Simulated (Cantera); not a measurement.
Input: 1 mol SiCl₄, 5.8 mol H₂O, held at 1427 °C and 1.33 mbar.

Cantera equilibrium calculation (NASA polynomials, part measured and part estimated; ideal gas, pure solids and liquids). Candidate condensed phases: H₂O, Si, SiO₂; 30 gas species. The tables hold silica as quartz up to 1696 K and as liquid above; real silica turns to tridymite and cristobalite and melts near 1996 K. Kinetics and transport are ignored.

Base state: HCl 0.492, H₂O 0.480, Cl 0.0157, H₂ 0.00968, OH 0.00102, O₂ 0.000744, H 0.000397, O 3.34e-5 (mole fractions); condensed: SiO₂(condensed).

**Question.** What changes in the equilibrium state with this change: SiCl₄ replaced by SiH₂Cl₂?

**Answer.** 
| species | before | after |
|---|---|---|
| H₂O | 0.480 | 0.486 |
| H₂ | 0.00968 | 0.256 |
| HCl | 0.492 | 0.254 |
| Cl | 0.0157 | 0.00158 |
| SiO | 4.18e-6 | 0.000109 |
| O₂ | 0.000744 | 1.09e-6 |
| O | 3.34e-5 | 1.28e-6 |
| H | 0.000397 | 0.00204 |
| OH | 0.00102 | 0.000200 |
| SiO₂(condensed), mol | 1.000 | 0.999 |
